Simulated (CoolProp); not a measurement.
Vapour-liquid equilibrium of R125 (1) + isobutane (2) at 764 kPa; x and y are mole fractions of (1).

The numbers come from the multi-fluid Helmholtz-energy mixture model, Lemmon 2005 and Bücker 2006; pair parameters Bell 2016 in CoolProp.

Give the bubble temperature and the first vapour's composition at x = 0.275, 0.5, 0.8. Is there an azeotrope?

x = 0.275: 16.0 °C, y = 0.685; x = 0.5: 8.6 °C, y = 0.784; x = 0.8: 4.9 °C, y = 0.866. No azeotrope shows between x = 0.05 and 0.95.

Pair parameters are fitted to limited data, so mixtures are less certain than the pure fluids. With so large a gap from Raoult's law the liquid may split in two, which this calculation doesn't test in full.
